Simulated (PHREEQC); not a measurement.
Solution (64 °C): 3.5e-05 mol/kgw H4SiO4. Closed to the air; pH follows from the charge balance.

All values are PHREEQC results (ion-association model, wateq4f.dat), not measurements.

The pH is 6.44 and the ionic strength is 3.60e-7 mol/kgw.

```
species  molality  activity  log γ
-------  --------  --------  -----
H4SiO4    3.50e-5   3.50e-5  0.000
H+        3.60e-7   3.60e-7  0.000
OH-       3.18e-7   3.18e-7  0.000
H3SiO4-   4.18e-8   4.18e-8  0.000
```

This is a speciation only: nothing precipitates in the calculation. Complexes and solids missing from the database can't appear. Constants without temperature data keep their 25 °C values here.
